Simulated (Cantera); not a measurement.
A diamond (100) surface in a fixed gas of H2 with x(CH4) = 0.017, x(CH3) = 0.00059, at 1100 K, 0.0345 atm; coverages are run to steady state.

Detailed kinetics in Cantera: the Harris–Goodwin 1993 mechanism for the reconstructed diamond (100) surface.

θ: site fractions in the mechanism's names (c6HH fully hydrogenated, c6H* and c6*H radical sites, c6** diradical, c6HM methylated).

| x(H) | growth (µm/h) | θ c6HH | θ c6H* | θ c6*H | θ c6** | θ c6HM |
|---|---|---|---|---|---|---|
| 0.0001 | ___ | 0.560 | 0.0215 | 0.340 | 0.00348 | 0.0438 |
| 0.00024 | ___ | 0.512 | 0.0236 | 0.375 | 0.00685 | 0.0505 |
| 0.00058 | ___ | 0.489 | 0.0248 | 0.392 | 0.0107 | 0.0522 |
| 0.0014 | ___ | 0.484 | 0.0256 | 0.405 | 0.0139 | 0.0460 |
| 0.0034 | ___ | 0.489 | 0.0264 | 0.417 | 0.0161 | 0.0330 |
| 0.0083 | ___ | 0.498 | 0.0271 | 0.428 | 0.0174 | 0.0191 |
| 0.02 | ___ | 0.504 | 0.0276 | 0.436 | 0.0181 | 0.00946 |
| 0.048 | 15.6 | 0.508 | 0.0281 | 0.439 | 0.0185 | 0.00429 |
| 0.12 | 16.2 | 0.509 | 0.0288 | 0.440 | 0.0188 | 0.00179 |

**Question.** Some entries are withheld; supply them.

**Answer.** 
- 0.0001, growth (µm/h): 0.442
- 0.00024, growth (µm/h): 1.13
- 0.00058, growth (µm/h): 2.59
- 0.0014, growth (µm/h): 5.18
- 0.0034, growth (µm/h): 8.71
- 0.0083, growth (µm/h): 12.1
- 0.02, growth (µm/h): 14.3
